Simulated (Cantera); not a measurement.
## Si + Cl2 + H2 (silicon etching in halogen gases)

A closed system holds: 1 mol Si, 2 mol Cl2, a varied amount of H2, held at 575 K and 1.00 bar.

These are equilibrium values from Cantera (NASA tables, ideal gas, pure condensed phases), not measurements of a reactor. Candidate condensed phases: Si; 19 gas species. Equilibrium is a limit: real reactors are often held back by kinetics, nucleation or transport.

```tsv
n(H2) (mol)	log p H2	log p SiCl4	log p HCl	log p SiHCl3	log p SiH2Cl2	log p SiCl3
0.17	-0.84	-0.07	-2.87	-2.87	-7.01	-8.35
0.23	-0.73	-0.09	-2.83	-2.83	-6.90	-8.36
0.33	-0.61	-0.12	-2.78	-2.78	-6.77	-8.38
0.46	-0.50	-0.17	-2.75	-2.75	-6.67	-8.40
0.64	-0.41	-0.22	-2.73	-2.73	-6.57	-8.43
0.89	-0.33	-0.28	-2.72	-2.72	-6.49	-8.46
1.2	-0.26	-0.34	-2.72	-2.72	-6.43	-8.49
1.7	-0.20	-0.43	-2.73	-2.73	-6.37	-8.54
2.4	-0.15	-0.53	-2.76	-2.76	-6.32	-8.59
3.4	-0.11	-0.65	-2.79	-2.79	-6.28	-8.64
4.7	-0.08	-0.76	-2.84	-2.84	-6.25	-8.70
6.6	-0.06	-0.89	-2.89	-2.89	-6.23	-8.76
9.2	-0.05	-1.01	-2.94	-2.94	-6.21	-8.83
```
log p: log10 of the partial pressure in bar; nothing condenses.

From 0.17 mol H2 to 9.2 mol H2 nothing is condensed. The main Si-bearing gas is SiCl4 throughout.
